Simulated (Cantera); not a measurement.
A perfectly stirred reactor is fed with CH₄ : H₂O = 1 : 1.9 (molar parts), at 0.227 atm; it is held at 2025 K, and followed from long to short residence time.

Cantera simulation using GRI-Mech 3.0 (53 species, 325 reactions); the numbers are that mechanism's predictions, not measurements.

Problem. Predict: x(CH₄) at τ = 1.20 s; x(H₂O) at τ = 1.20 s; x(H) at τ = 1.20 s; x(O₂) at τ = 1.20 s; x(CH₄) at τ = 47.0 ms; x(H₂O) at τ = 47.0 ms; x(H) at τ = 47.0 ms; x(O₂) at τ = 47.0 ms.

Solution. x(CH₄) at τ = 1.20 s: 0.00179
x(H₂O) at τ = 1.20 s: 0.176
x(H) at τ = 1.20 s: 0.00295
x(O₂) at τ = 1.20 s: 3.69e-8
x(CH₄) at τ = 47.0 ms: 0.0138
x(H₂O) at τ = 47.0 ms: 0.252
x(H) at τ = 47.0 ms: 0.00262
x(O₂) at τ = 47.0 ms: 6.09e-8
